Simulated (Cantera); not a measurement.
Input (Python, Cantera):

```python
import numpy as np
import cantera as ct

gas = ct.Solution("gri30.yaml")
gas.TPX = 698, 60000, {'CH3OH': 1, 'O2': 1.76, 'N2': 8.4}
flame = ct.FreeFlame(gas, width=0.057)
flame.set_refine_criteria(ratio=3, slope=0.08, curve=0.16)
flame.transport_model = "mixture-averaged"
flame.solve(loglevel=0, auto=True)
z, T = flame.grid, flame.T
thick = (T[-1] - T[0]) / np.gradient(T, z).max()
show = ['CH3OH', 'O2', 'CH4', 'CH2', 'HCN', 'H']
print(f"laminar burning velocity  {flame.velocity[0] * 100:.3f} cm/s")
print(f"burnt temperature         {T[-1]:.1f} K")
print(f"thermal thickness         {thick * 1e3:.4f} mm")
print(f"grid points               {len(z)}")
z0 = z[flame.heat_release_rate.argmax()]
print(f"{'z/mm':>9s}{'T/K':>9s}{'u/(m/s)':>9s}" + "".join(f"{s:>11s}" for s in show))
rows = []
for k in (-3, -2, -1.5, -1, -0.5, -0.25, 0, 0.25, 0.5, 1, 2, 4, 8):
    zz = z0 + k * thick
    rows.append([k * thick, np.interp(zz, z, T), np.interp(zz, z, flame.velocity),
                 *(np.interp(zz, z, flame.X[gas.species_index(s)]) for s in show)])
    print(f"{rows[-1][0] * 1e3:9.3f}{rows[-1][1]:9.1f}{rows[-1][2]:9.3f}" + "".join(f"{x:11.3e}" for x in rows[-1][3:]))
```

It prints:

```
laminar burning velocity  124.310 cm/s
burnt temperature         2166.8 K
thermal thickness         0.5306 mm
grid points               139
     z/mm      T/K  u/(m/s)      CH3OH         O2        CH4        CH2        HCN          H
   -1.592    698.4    1.246  8.945e-02  1.574e-01  3.907e-08  4.828e-22  6.323e-12  6.513e-15
   -1.061    701.6    1.255  8.912e-02  1.567e-01  2.925e-07  7.253e-22  6.847e-11  1.896e-13
   -0.796    711.2    1.276  8.846e-02  1.555e-01  1.006e-06  1.317e-20  3.113e-10  4.171e-12
   -0.531    760.7    1.375  8.527e-02  1.507e-01  4.425e-06  2.154e-16  2.040e-09  1.014e-09
   -0.265   1004.5    1.857  6.571e-02  1.292e-01  2.060e-05  7.506e-11  1.480e-08  1.346e-06
   -0.133   1295.6    2.447  3.685e-02  1.029e-01  4.011e-05  8.709e-08  3.536e-08  6.873e-05
    0.000   1627.5    3.141  4.973e-03  7.186e-02  5.012e-05  4.740e-06  7.360e-08  1.460e-03
    0.133   1735.3    3.356  4.142e-05  5.293e-02  1.181e-05  7.719e-07  7.028e-08  4.984e-03
    0.265   1771.2    3.413  9.255e-08  4.369e-02  9.491e-07  1.722e-08  3.118e-08  6.854e-03
    0.531   1824.1    3.493  2.060e-11  3.720e-02  6.545e-09  1.081e-10  5.033e-09  7.354e-03
    1.061   1892.2    3.602  4.284e-15  3.338e-02  1.784e-12  4.050e-14  1.873e-10  6.058e-03
    2.122   1970.7    3.733  9.585e-18  3.055e-02  2.476e-17  2.899e-17  9.514e-13  3.844e-03
    4.244   2045.9    3.857  3.211e-18  2.789e-02  5.657e-18  7.721e-18  4.522e-13  2.007e-03
```

Detailed kinetics in Cantera: GRI-Mech 3.0 (53 species, 325 reactions). GRI-Mech 3.0 was tuned for natural gas; its chemistry of methanol as a main component is partial and can be far from experiment. Burning velocities carry a grid error of a few per cent, more on coarse grids.
